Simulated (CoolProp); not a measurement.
A simple Rankine cycle with ethanol: condensing at 328.15 K, boiler at 4.86 MPa, turbine inlet 501.9 K, turbine efficiency 0.85, pump efficiency 0.7, no recuperator. Each further row changes one setting.

The numbers come from the reference Helmholtz-energy equation of state, Schroeder 2014 in CoolProp.

```
case                             thermal efficiency (%)  net work (kJ/kg)  heat in (kJ/kg)  turbine exit temperature (K)  volume ratio over the turbine
-------------------------------  ----------------------  ----------------  ---------------  ----------------------------  -----------------------------
as stated                                          22.0               221             1000                         328.1                            127
turbine inlet 521.9 K                              22.7               250             1100                         328.1                            109
condensing temperature 320.15 K                    23.0               236             1030                         320.2                            182
boiler pressure 3.4 MPa                            21.6               236             1090                         328.1                           73.9
turbine efficiency 0.75                            19.3               194             1000                         328.1                            132
```

The expansion ends wet for: as stated; turbine inlet 521.9 K; condensing temperature 320.15 K; boiler pressure 3.4 MPa; turbine efficiency 0.75.
